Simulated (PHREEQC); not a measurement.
A solution holds 0.0021 mol/kgw H2S, 3.1e-05 mol/kgw HCl and 0.011 mol/kgw BaCl2, at 20 °C. Closed to the air; pH follows from the charge balance.

Equilibrium calculation in PHREEQC: ion-association model, phreeqc.dat.

This is a speciation only: nothing precipitates in the calculation.

Problem. Estimate the pH.

Solution. pH 4.48.
